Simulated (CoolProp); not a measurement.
Vapour-liquid equilibrium of propane (1) + R236FA (2) at 0.326 MPa; x and y are mole fractions of (1).

Model: multi-fluid Helmholtz-energy mixture model, Lemmon 2009 and Pan 2012; pair parameters Bell 2016, in CoolProp.

```json
[
 {"x": "0.05", "bubble temperature, mixture model (K)": "291.9", "bubble temperature, Raoult's law (K)": "300.1", "y, mixture model": "…", "y, Raoult's law": "0.154"},
 {"x": "0.125", "bubble temperature, mixture model (K)": "…", "bubble temperature, Raoult's law (K)": "295.2", "y, mixture model": "0.598", "y, Raoult's law": "0.339"},
 {"x": "0.2", "bubble temperature, mixture model (K)": "272.0", "bubble temperature, Raoult's law (K)": "290.8", "y, mixture model": "0.713", "y, Raoult's law": "0.482"},
 {"x": "0.275", "bubble temperature, mixture model (K)": "268.0", "bubble temperature, Raoult's law (K)": "286.8", "y, mixture model": "0.767", "y, Raoult's law": "0.594"},
 {"x": "0.35", "bubble temperature, mixture model (K)": "265.7", "bubble temperature, Raoult's law (K)": "283.1", "y, mixture model": "0.795", "y, Raoult's law": "0.682"},
 {"x": "0.425", "bubble temperature, mixture model (K)": "264.5", "bubble temperature, Raoult's law (K)": "279.7", "y, mixture model": "0.811", "y, Raoult's law": "0.753"},
 {"x": "0.5", "bubble temperature, mixture model (K)": "263.8", "bubble temperature, Raoult's law (K)": "276.7", "y, mixture model": "0.822", "y, Raoult's law": "0.809"},
 {"x": "0.575", "bubble temperature, mixture model (K)": "…", "bubble temperature, Raoult's law (K)": "273.9", "y, mixture model": "0.830", "y, Raoult's law": "0.855"},
 {"x": "0.65", "bubble temperature, mixture model (K)": "…", "bubble temperature, Raoult's law (K)": "271.3", "y, mixture model": "0.840", "y, Raoult's law": "0.893"},
 {"x": "0.725", "bubble temperature, mixture model (K)": "262.3", "bubble temperature, Raoult's law (K)": "268.9", "y, mixture model": "0.852", "y, Raoult's law": "0.924"},
 {"x": "0.8", "bubble temperature, mixture model (K)": "261.8", "bubble temperature, Raoult's law (K)": "266.7", "y, mixture model": "0.870", "y, Raoult's law": "0.950"},
 {"x": "0.875", "bubble temperature, mixture model (K)": "261.4", "bubble temperature, Raoult's law (K)": "264.6", "y, mixture model": "0.900", "y, Raoult's law": "0.971"},
 {"x": "0.95", "bubble temperature, mixture model (K)": "261.2", "bubble temperature, Raoult's law (K)": "262.6", "y, mixture model": "0.949", "y, Raoult's law": "0.989"}
]
```

Task: Some entries are withheld; supply them.

Result: 
- 0.05, y, mixture model: 0.335
- 0.125, bubble temperature, mixture model (K): 279.3
- 0.575, bubble temperature, mixture model (K): 263.2
- 0.65, bubble temperature, mixture model (K): 262.8

The largest gap from Raoult's law is -18.8 K in bubble temperature, at x = 0.275. y crosses x between x = 0.875 and 0.95: the model has an azeotrope there.

The pair parameters rest on a limited set of measurements; away from them the model extrapolates. With so large a gap from Raoult's law the liquid may split in two, which this calculation doesn't test in full.
